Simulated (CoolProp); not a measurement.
Vapour-liquid equilibrium of propylene (1) + isobutane (2) at 0.293 bar; x and y are mole fractions of (1).

The numbers come from the multi-fluid Helmholtz-energy mixture model, Lemmon 2013 and Bücker 2006; pair parameters Bell 2016 in CoolProp.

```json
[
 {"x": "0.05", "bubble temperature (K)": "228.7", "y at the bubble point": "0.258", "dew temperature at overall composition x (K)": "232.7", "liquid density (mol/L)": "___"},
 {"x": "0.2", "bubble temperature (K)": "___", "y at the bubble point": "0.552", "dew temperature at overall composition x (K)": "229.8", "liquid density (mol/L)": "11.53"},
 {"x": "0.35", "bubble temperature (K)": "217.8", "y at the bubble point": "0.692", "dew temperature at overall composition x (K)": "226.7", "liquid density (mol/L)": "12.11"},
 {"x": "0.5", "bubble temperature (K)": "___", "y at the bubble point": "0.806", "dew temperature at overall composition x (K)": "223.1", "liquid density (mol/L)": "12.74"},
 {"x": "0.65", "bubble temperature (K)": "___", "y at the bubble point": "0.903", "dew temperature at overall composition x (K)": "___", "liquid density (mol/L)": "13.43"},
 {"x": "0.8", "bubble temperature (K)": "206.1", "y at the bubble point": "___", "dew temperature at overall composition x (K)": "214.4", "liquid density (mol/L)": "14.17"},
 {"x": "0.95", "bubble temperature (K)": "202.4", "y at the bubble point": "0.996", "dew temperature at overall composition x (K)": "___", "liquid density (mol/L)": "14.93"}
]
```

**Question.** Complete the blanks.

**Answer.** 
- 0.05, liquid density (mol/L): 10.95
- 0.2, bubble temperature (K): 221.7
- 0.5, bubble temperature (K): 214.2
- 0.65, bubble temperature (K): 210.2
- 0.65, dew temperature at overall composition x (K): 219.0
- 0.8, y at the bubble point: 0.967
- 0.95, dew temperature at overall composition x (K): 207.4

No azeotrope shows between x = 0.05 and 0.95.

Pair parameters are fitted to limited data, so mixtures are less certain than the pure fluids. The gap from Raoult's law changes sign with composition, which may be real or a fault of the pair parameters; it wasn't checked against measurements.
